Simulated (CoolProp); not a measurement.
Vapour-liquid equilibrium of cyclohexane (1) + n-heptane (2) at 0.0956 MPa; x and y are mole fractions of (1).

Model: multi-fluid Helmholtz-energy mixture model, Zhou 2014 and Span 2003; pair parameters Bell 2016, in CoolProp.

Task: Give the bubble temperature and the first vapour's composition at x = 0.15, 0.25, 0.95. Is there an azeotrope?

Result: x = 0.15: 93.0 °C, y = 0.228; x = 0.25: 90.9 °C, y = 0.359; x = 0.95: 79.4 °C, y = 0.968. No azeotrope shows between x = 0.05 and 0.95.

The pair parameters rest on a limited set of measurements; away from them the model extrapolates.
